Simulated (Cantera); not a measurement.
Charge: 1 mol Si₃N₄, 38 mol Cl₂, at 1475 K and 43.0 Pa.

Method: chemical equilibrium by Gibbs-energy minimisation in Cantera with the NASA 1993 tables (ideal gas, pure condensed phases). Candidate condensed phases: Si, Si₃N₄; 13 gas species. The tables' values for SiCl₃ are old estimates; treat these amounts as uncertain. Equilibrium is a limit: real reactors are often held back by kinetics, nucleation or transport.

Base state: Cl 0.804, Cl₂ 0.115, SiCl₄ 0.0483, N₂ 0.0323, SiCl₃ 0.000147 (mole fractions); condensed: gas only.

Q: What changes in the equilibrium state with this change: temperature from 1475 K to 723.15 K?

A: 
```tsv
species	before	after
Cl₂	0.115	0.865
SiCl₄	0.0483	0.0811
N₂	0.0323	0.0541
Cl	0.804	5.84e-5
SiCl₃	0.000147	<1e-9
```
